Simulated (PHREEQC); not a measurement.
0.26 g of hydrous ferric oxide (600 m²/g; 0.2 weak and 0.005 strong sites per Fe, Dzombak-Morel constants, diffuse double layer) in 1 kg of water with 0.001 mol/kgw of an inert sodium salt and 3.3e-05 mol/kgw ZnCl2, at 25 °C; the pH is set by adding NaOH or the inert anion's acid. Oxygen alone is held at its pressure in air (log pO2 = -0.68). No CO2 enters from the air. Nothing may precipitate in this run.

Computed with PHREEQC (ion-association model, wateq4f.dat).

| pH | Zn sorbed (%) | surface charge σ (C/m²) | surface potential ψ (mV) |
|---|---|---|---|
| 3 | 0.0 | 0.259 | 232 |
| 3.5 | 0.0 | 0.181 | 224 |
| 4 | 0.0 | 0.123 | 209 |
| 4.5 | 0.2 | 0.082 | 190 |
| 5 | (withheld) | 0.053 | 169 |
| 5.5 | 8.2 | 0.033 | 145 |
| 6 | 28.4 | 0.020 | 121 |
| 6.5 | 53.5 | 0.012 | (withheld) |
| 7 | 84.1 | 0.007 | 69 |
| 7.5 | 97.7 | 0.003 | 41 |
| 8 | 99.7 | 0.001 | 13 |
| 8.5 | 99.9 | -0.001 | -16 |
| 9 | 100.0 | (withheld) | -45 |
| 9.5 | 100.0 | -0.008 | -73 |
| 10 | 100.0 | (withheld) | -101 |
| 10.5 | 100.0 | -0.026 | -127 |
| 11 | 99.9 | -0.050 | -149 |

Q: Some entries are withheld; supply them.

A: 
- 5, Zn sorbed (%): 1.3
- 6.5, surface potential ψ (mV): 95
- 9, surface charge σ (C/m²): -0.004
- 10, surface charge σ (C/m²): -0.014

The oxide is taken as insoluble; below pH 4 it would dissolve.
